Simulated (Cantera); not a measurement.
A closed system holds: 1 mol TEOS, 1.1 mol NO, 2.6 mol H2, equilibrated at 24.0 Pa.

Equilibrium computed with Cantera from the NASA thermochemical tables; the gas is ideal and each condensed phase is pure. Candidate condensed phases: C, C6H6, C7H8, C8H18, H2O, Si, SiC, SiO2, Si2N2O, Si3N4; 151 gas species. The feed counts by its element totals alone. Kinetics and transport are ignored.

Question: At 950 °C, list the 4 most abundant gas species with their mole fractions, and the condensed phases.

Answer: H2 0.730, CO 0.267, N2 0.00293, SiO 6.88e-5. Condensed: C(graphite) + Si2N2O(s).
